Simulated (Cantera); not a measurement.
Feed: 1 mol S, 0.043 mol SO2, 0.037 mol O2, equilibrated at 1425 K and 2.30 bar.

Method: chemical equilibrium by Gibbs-energy minimisation in Cantera with the NASA 1993 tables (ideal gas, pure condensed phases). Candidate condensed phases: S; 10 gas species. Kinetics and transport are ignored.

Task: What is the equilibrium state?

Result: 
- x(S2) = 0.846
- x(SO2) = 0.132
- x(S2O) = 0.0201
- x(SO) = 0.00146
- x(S) = 9.88e-6
- gas amount = 0.5589 mol
- log10 activity of S(l) (absent) = -0.98
